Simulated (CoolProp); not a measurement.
Model: reference Helmholtz-energy equation of state, Platzer 1990, in CoolProp. This equation is an older, rougher fit; its heat capacities, sound speeds and derivatives of the liquid may be far off and weren't checked against measurements.

Q: Give the vapour pressure (MPa), liquid density (kg/m³), surface tension (mN/m), liquid viscosity (µPa s) of saturated c-C4F8 (RC318) at 343.7 K.

A: 
| T (K) | p (MPa) | liquid density (kg/m³) | surface tension (mN/m) | liquid viscosity (µPa s) |
|---|---|---|---|---|
| 343.7 | 1.08 | 1280 | 3.40 | 185 |

Viscosity comes from a separate model (Huber 2003), an estimate that may be off by 10 % or more. Surface tension comes from a separate correlation (Mulero 2012).
